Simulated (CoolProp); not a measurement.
Vapour pressure (bar) of methane: the reference equation beside estimates from Tc = -82.6 °C, pc = 45.99 bar, ω = 0.011.

Values from CoolProp's reference Helmholtz-energy equation of state, Setzmann 1991.

```tsv
T (°C)	reference	Lee-Kesler	van der Waals	Redlich-Kwong	Soave-Redlich-Kwong	Peng-Robinson
-162.95	0.8964	0.8818	3.219	0.6326	0.8691	0.9033
-157.45	1.395	1.380	4.276	1.065	1.366	1.405
-151.85	2.097	2.083	5.574	1.707	2.069	2.109
-146.35	3.016	3.007	7.082	2.582	2.996	3.034
-140.85	4.207	4.205	8.839	(withheld)	4.201	4.231
-135.25	5.742	5.749	10.90	5.290	5.762	5.776
-129.75	7.614	7.629	13.20	(withheld)	7.668	7.661
-124.25	9.891	9.912	15.80	9.542	9.992	9.958
-118.65	12.68	12.70	18.75	(withheld)	12.84	12.77
-113.15	15.92	15.94	21.97	15.80	16.14	16.05
-107.65	19.72	19.73	25.51	19.74	20.01	19.88
-102.05	24.22	24.22	29.46	24.37	24.57	24.42
-96.55	29.32	29.32	33.68	29.59	29.71	29.56
```

Task: What belongs in the gaps?

Result: 
- -140.85, Redlich-Kwong: 3.750
- -129.75, Redlich-Kwong: 7.197
- -118.65, Redlich-Kwong: 12.43

Absolute difference from the reference over all 13 rows, mean and median: Lee-Kesler 0.4 and 0.2 %, van der Waals 96.2 and 73.4 %, Redlich-Kwong 9.1 and 5.5 %, Soave-Redlich-Kwong 1.2 and 1.3 %, Peng-Robinson 0.7 and 0.7 %.
